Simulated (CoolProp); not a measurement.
Vapour-liquid equilibrium of R143a (1) + R134a (2) at 1.13 MPa; x and y are mole fractions of (1).

The numbers come from the multi-fluid Helmholtz-energy mixture model, Lemmon and Jacobsen 2000 and Tillner-Roth 1994; pair parameters Lemmon 2004 in CoolProp.

Task: Give the bubble temperature and the first vapour's composition at x = 0.35, 0.8, 0.95. Is there an azeotrope?

Result: x = 0.35: 308.1 K, y = 0.457; x = 0.8: 298.0 K, y = 0.864; x = 0.95: 295.0 K, y = 0.968. No azeotrope shows between x = 0.05 and 0.95.

Pair parameters are fitted to limited data, so mixtures are less certain than the pure fluids.
